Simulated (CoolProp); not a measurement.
A Linde-Hampson liquefier for ethylene: isothermal reversible compression at 290 K from 1 atm to 20 MPa, throttling to 1 atm, return gas leaving the recuperator 5 K below the feed. Each further row changes one setting.

Model: reference Helmholtz-energy equation of state, Smukala 2000, in CoolProp.

```tsv
case	liquid yield per pass	compression work (kJ/kg of gas)
as stated	0.502	350
as stated	0.502	350
high pressure 40 MPa	0.495	395
warm-end temperature 320 K	0.410	418
warm-end gap 10 K	0.496	350
high pressure 40 MPa	0.495	395
warm-end temperature 320 K	0.410	418
warm-end gap 10 K	0.496	350
```
